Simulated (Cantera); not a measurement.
A freely propagating, adiabatic, planar premixed flame of 14.2 % CH4, 21.9 % O2, 61.4 % N2, 2.28 % H2O, 0.157 % H2, equivalence ratio 1.3, unburnt at 525 K and 0.280 bar; mixture-averaged transport, grid criteria slope 0.08 and curve 0.16, no radiation.

Detailed kinetics in Cantera: GRI-Mech 3.0 (53 species, 325 reactions). Burning velocities carry a grid error of a few per cent, more on coarse grids.

Q: Predict: laminar burning velocity; thermal thickness; peak x(C2H).

A: 
```
Item                         Value
------------------------  --------
laminar burning velocity  147 cm/s
thermal thickness         0.943 mm
peak x(C2H)                3.61e-6
```
